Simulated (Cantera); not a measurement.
## Diamond growth

A diamond (100) surface in a fixed gas of H2 with x(CH4) = 0.026, x(CH3) = 0.00041, at 975 K, 0.0350 bar; coverages are run to steady state.

Model: the Harris–Goodwin 1993 mechanism for the reconstructed diamond (100) surface, integrated in Cantera.

```
x(H)     growth (µm/h)  θ c6HH   θ c6H*  θ c6*H   θ c6**   θ c6HM
-------  -------------  ------  -------  ------  -------  -------
0.0001            1.02   0.326  0.00743   0.163  0.00143    0.375
0.00021           1.87   0.361  0.00872   0.192  0.00248    0.326
0.00044           3.02   0.418   0.0105   0.230  0.00386    0.252
0.00091           4.25   0.482   0.0123   0.271  0.00529    0.171
0.0019            5.28   0.538   0.0139   0.306  0.00648    0.102
0.004             5.98   0.575   0.0150   0.329  0.00728   0.0549
0.0083            6.38   0.597   0.0156   0.342  0.00773   0.0282
0.017             6.59   0.608   0.0160   0.349  0.00797   0.0142
0.036             6.70   0.614   0.0163   0.352  0.00812  0.00684
```
θ: site fractions in the mechanism's names (c6HH fully hydrogenated, c6H* and c6*H radical sites, c6** diradical, c6HM methylated).
